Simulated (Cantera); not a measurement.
A perfectly stirred reactor is fed with 32.0 % H₂, 43.3 % O₂, 24.7 % N₂, equivalence ratio 0.37, at 0.132 atm; it is held at 1150 K, and followed from long to short residence time.

Detailed kinetics in Cantera: the H2/O2 subset of GRI-Mech 3.0, which has no nitrogen chemistry. The temperature is held fixed by assumption; the heat of reaction is taken as removed at once.

Problem. Predict: x(H₂) at τ = 2.10 s; x(O₂) at τ = 2.10 s; x(HO₂) at τ = 2.10 s; x(H₂O) at τ = 2.10 s; x(H) at τ = 2.10 s; x(H₂) at τ = 78.0 ms; x(O₂) at τ = 78.0 ms; x(HO₂) at τ = 78.0 ms; x(H₂O) at τ = 78.0 ms; x(H) at τ = 78.0 ms.

Solution. x(H₂) at τ = 2.10 s: 0.000244
x(O₂) at τ = 2.10 s: 0.325
x(HO₂) at τ = 2.10 s: 7.89e-6
x(H₂O) at τ = 2.10 s: 0.381
x(H) at τ = 2.10 s: 6.19e-6
x(H₂) at τ = 78.0 ms: 0.00207
x(O₂) at τ = 78.0 ms: 0.325
x(HO₂) at τ = 78.0 ms: 3.70e-5
x(H₂O) at τ = 78.0 ms: 0.378
x(H) at τ = 78.0 ms: 0.000168
